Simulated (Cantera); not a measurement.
Input (Python, Cantera) and output of one run.

```python
import numpy as np
import cantera as ct

gas_names = """
    CL CLO CL2 H HCL HNO HNO2 HNO3 HOCL HO2 H2 H2O H2O2 N NH NH2 NH3 NH2OH NO NO2 NO3 N2 N2H2 N2H4 N2O O
    OH O2 O3 Si SiCL SiCL2 SiCL3 SiCL4 SiH SiHCL3 SiH2 SiH2CL2 SiH3 SiH3CL SiH4 SiN SiO SiO2 Si2 Si2N
    Si3
""".split()
cond_names = """
    H2O(s) H2O(L) NH4CL(a) NH4CL(b) Si(cr) Si(L) SiO2(Lqz) SiO2(hqz) SiO2(L) Si2N2O(s) Si3N4(a)
""".split()


def load(file, names, dense=False):
    # The tables refer to 1 bar. Condensed volumes are neglected.
    table = {s.name: s for s in ct.Species.list_from_file(file)}
    out = []
    for n in names:
        d = dict(table[n].input_data)
        d["thermo"] = dict(d["thermo"], **{"reference-pressure": 1e5})
        if dense:
            d["equation-of-state"] = {"model": "constant-volume", "density": "1e6 g/cm^3"}
        out.append(ct.Species.from_dict(d))
    return out


gas = ct.Solution(thermo="ideal-gas", species=load("nasa_gas.yaml", gas_names))
cond = {s.name: ct.Solution(thermo="fixed-stoichiometry", species=[s], name=s.name)
        for s in load("nasa_condensed.yaml", cond_names, dense=True)}
atoms = {
    'SiCl4': {'Si': 1, 'CL': 4},
    'N2O': {'N': 2, 'O': 1},
    'H2': {'H': 2},
}
top_T = {'Si2N2O(s)': 2100, 'Si3N4(a)': 2400}  # K; cautious upper limits of use, not melting points


def equilibrate(T, P, feed):
    n = {}
    for name, mol in feed.items():
        for a, k in atoms[name].items():
            n[a] = n.get(a, 0.0) + k * mol
    gas.TPX = T, P, n
    mass = sum(n.values()) * gas.mean_molecular_weight
    gas.equilibrate("TP")
    valid = [c for c in cond.values() if c.min_temp <= T <= top_T.get(c.name, c.max_temp)]
    mix = ct.Mixture([(gas, mass / gas.mean_molecular_weight)] + [(c, 0.0) for c in valid])
    mix.T, mix.P = T, P
    mix.equilibrate("TP", solver="vcs", rtol=1e-11, max_steps=5000)
    return mix


results = []
feed = {'SiCl4': 1, 'N2O': 4.2, 'H2': 28}  # mol
P = 14000  # Pa
for T in [648, 723, 798, 873, 948, 1023, 1098, 1173, 1248]:
    mix = equilibrate(T, P, feed)
    results.append((T, P, feed, dict(zip(mix.species_names, mix.species_moles))))

top = {s: max(r[3][s] / sum(r[3][g] for g in gas_names) for r in results) for s in gas_names}
cols = sorted((s for s in top if top[s] > 1e-05), key=lambda s: -top[s])[:8]
seen = [c for c in cond_names if any(r[3].get(c, 0) > 1e-12 for r in results)]
print("log10 of partial pressures in bar; condensed amounts in mol")
print(f"{'T/K':>10s}" + "".join(f"{s[:9]:>10s}" for s in cols + seen))
for T, P, feed, n in results:
    ng = sum(n[g] for g in gas_names)
    print(f"{T:10.4g}" + "".join(f"{np.log10(max(n[s] / ng * P / 1e5, 1e-99)):10.3f}" for s in cols)
          + "".join(f"{n.get(c, 0):10.4g}" for c in seen))
```

It prints:

```
log10 of partial pressures in bar; condensed amounts in mol
       T/K        H2        N2       HCL       H2O       NH3 SiO2(Lqz) SiO2(hqz)
       648    -1.012    -1.765    -1.786    -2.045    -4.115         1         0
       723    -1.011    -1.765    -1.786    -2.045    -4.553         1         0
       798    -1.011    -1.765    -1.786    -2.045    -4.915         1         0
       873    -1.011    -1.765    -1.786    -2.045    -5.218         0         1
       948    -1.011    -1.765    -1.786    -2.045    -5.477         0         1
      1023    -1.011    -1.765    -1.786    -2.045    -5.699         0         1
      1098    -1.011    -1.765    -1.786    -2.045    -5.892         0         1
      1173    -1.011    -1.765    -1.786    -2.045    -6.062         0         1
      1248    -1.011    -1.765    -1.786    -2.045    -6.212         0         1
```

These are equilibrium values from Cantera (NASA tables, ideal gas, pure condensed phases), not measurements of a reactor. The tables hold silica as quartz up to 1696 K and as liquid above; real silica turns to tridymite and cristobalite and melts near 1996 K.
